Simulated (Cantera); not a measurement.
A Cantera script and what it prints.

```python
import numpy as np
import cantera as ct

gas_names = """
    H HO2 H2 H2O H2O2 O OH O2 O3 Pb PbO Pb2
""".split()
cond_names = """
    H2O(s) H2O(L) Pb(cr) Pb(L) PbO(rd) PbO(yw) PbO(L) PbO2(s) Pb3O4(s)
""".split()


# ... load() reads the species with a 1 bar reference pressure and builds the phases ...
atoms = {
    'PbO': {'Pb': 1, 'O': 1},
    'H2': {'H': 2},
    'H2O': {'H': 2, 'O': 1},
}
top_T = {'Pb3O4(s)': 820}  # K; cautious upper limits of use, not melting points


# ... equilibrate(T, P, feed) seeds the gas with the atoms and calls Mixture.equilibrate('TP', solver="vcs", rtol=1e-11, max_steps=5000) ...
results = []
feed = {'PbO': 1, 'H2': 280, 'H2O': 8.6}  # mol
T = 900  # K
P = 1000  # Pa
mix = equilibrate(T, P, feed)
results.append((T, P, feed, dict(zip(mix.species_names, mix.species_moles))))
print(gas.report(threshold=0.001))
for i in range(1, mix.n_phases):
    print(f"{mix.phase(i).name:16s} {mix.phase_moles(i):12.5e} mol")
```

Output:

```
       temperature   900 K
          pressure   1000 Pa
           density   0.00034427 kg/m^3
  mean mol. weight   2.5762 kg/kmol
   phase of matter   gas

                          1 kg             1 kmol
                     ---------------   ---------------
          enthalpy        3.8048e+06        9.8019e+06  J
   internal energy        9.0011e+05        2.3189e+06  J
           entropy             79481        2.0476e+05  J/K
    Gibbs function       -6.7728e+07       -1.7448e+08  J
 heat capacity c_p             11762             30302  J/K
 heat capacity c_v              8535             21988  J/K

                      mass frac. Y      mole frac. X     chem. pot. / RT
                     ---------------   ---------------   ---------------
                H2           0.75641            0.9666           -21.889
               H2O           0.23258          0.033259            -64.87
     [  +10 minor]          0.011008        0.00013686

Pb(L)             9.60496e-01 mol
PbO(yw)           0.00000e+00 mol
PbO2(s)           0.00000e+00 mol
```

Equilibrium computed with Cantera from the NASA thermochemical tables; the gas is ideal and each condensed phase is pure.
